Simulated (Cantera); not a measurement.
Input: 1 mol CaF2, 1.8 mol H2O, 0.16 mol N2, held at 0.00140 bar.

These are equilibrium values from Cantera (NASA tables, ideal gas, pure condensed phases), not measurements of a reactor. Candidate condensed phases: Ca, CaF2, CaO, Ca(OH)2, H2O; 47 gas species. Mutual solubility and eutectic melting of coexisting phases are not modelled. The numbers say what is thermodynamically allowed, not how fast it happens.

Question: Which condensed phases are stable at each of these points (T (K)): 1025, 1125, 1225, 1325, 1425, 1525, 1625, 1725, 1825, 1925, 2025, 2125?

Answer: 
```json
[
 {"T (K)": "1025", "condensed phases": "CaF2(s) + CaO(s)", "Ca condensed (%)": "100.0"},
 {"T (K)": "1125", "condensed phases": "CaF2(s) + CaO(s)", "Ca condensed (%)": "100.0"},
 {"T (K)": "1225", "condensed phases": "CaF2(s) + CaO(s)", "Ca condensed (%)": "100.0"},
 {"T (K)": "1325", "condensed phases": "CaF2(s) + CaO(s)", "Ca condensed (%)": "100.0"},
 {"T (K)": "1425", "condensed phases": "CaF2(s) + CaO(s)", "Ca condensed (%)": "99.9"},
 {"T (K)": "1525", "condensed phases": "CaF2(s) + CaO(s)", "Ca condensed (%)": "99.4"},
 {"T (K)": "1625", "condensed phases": "CaF2(s) + CaO(s)", "Ca condensed (%)": "95.1"},
 {"T (K)": "1725", "condensed phases": "CaO(s)", "Ca condensed (%)": "87.5"},
 {"T (K)": "1825", "condensed phases": "CaO(s)", "Ca condensed (%)": "82.4"},
 {"T (K)": "1925", "condensed phases": "CaO(s)", "Ca condensed (%)": "76.8"},
 {"T (K)": "2025", "condensed phases": "CaO(s)", "Ca condensed (%)": "70.9"},
 {"T (K)": "2125", "condensed phases": "CaO(s)", "Ca condensed (%)": "64.4"}
]
```

From 1025 K to 1625 K the condensed part is CaF2(s) + CaO(s). From 1725 K to 2125 K the condensed part is CaO(s).
